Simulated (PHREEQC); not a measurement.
A solution holds 0.05 mol/kgw HBr, 0.011 mol/kgw FeCl3 and 0.00011 mol/kgw CuCl2, at 25 °C. It is in equilibrium with CO2 at log p = -2 (atm). Otherwise closed; pH follows from the charge balance.

All values are PHREEQC results (ion-association model, phreeqc.dat), not measurements.

**Question.** The ionic strength comes out as 0.107 mol/kgw. What activity coefficients do FeOH+2, Cl-, Br-, Fe(OH)2+, H+ get?

**Answer.** FeOH+2 0.37, Cl- 0.76, Br- 0.75, Fe(OH)2+ 0.78, H+ 0.82.

Precipitation was switched off in this run. Saturation is exceeded, for instance for Hematite (slow to form), Goethite (slow to form); the values hold only as long as no solid forms.
